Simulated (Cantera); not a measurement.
# Adiabatic ignition

An adiabatic, constant-volume homogeneous reactor starts with H2 : O2 : N2 : H2O = 1 : 0.96 : 4.7 : 0.91 (molar parts), equivalence ratio 0.52, at 1800 K and 101000 Pa.

Computed with Cantera and GRI-Mech 3.0 (53 species, 325 reactions).

```
t (s)     T (K)  P (bar)     x H2    x O2  x H2O    x NO2      x NO      x OH
--------  -----  -------  -------  ------  -----  -------  --------  --------
5.00e-6    1801     1.01    0.130   0.126  0.122   <1e-12  1.89e-10  0.000428
1.50e-5    1998     1.11   0.0273  0.0669  0.200  1.47e-9   7.91e-6    0.0238
4.51e-5    2352     1.28   0.0186  0.0626  0.223  1.26e-8   4.63e-5    0.0266
0.000136   2593     1.39  0.00938  0.0611  0.243  1.25e-7  0.000259    0.0223
0.000408   2612     1.39  0.00850  0.0607  0.245  4.84e-7  0.000962    0.0214
0.00122    2609     1.39  0.00847  0.0598  0.246  1.46e-6   0.00292    0.0212
0.00368    2603     1.39  0.00840  0.0578  0.246  3.62e-6   0.00731    0.0207
0.0111     2596     1.38  0.00832  0.0558  0.247  5.81e-6    0.0119    0.0201
0.0332     2595     1.38  0.00831  0.0554  0.247  6.16e-6    0.0126    0.0200
0.0998     2595     1.38  0.00831  0.0554  0.247  6.16e-6    0.0126    0.0200
0.300      2595     1.38  0.00831  0.0554  0.247  6.16e-6    0.0126    0.0200
```
x: mole fraction; the columns are a selection and need not sum to one.

```yaml
time_of_steepest_temperature_rise: 9.33 µs
temperature at 0.300 s: 2595 K
equilibrium_temperature: 2595 K
x(H2) at 0.300 s: 0.00831 (gas-phase equilibrium 0.00831)
x(O2) at 0.300 s: 0.0554 (gas-phase equilibrium 0.0554)
x(H2O) at 0.300 s: 0.247 (gas-phase equilibrium 0.247)
```
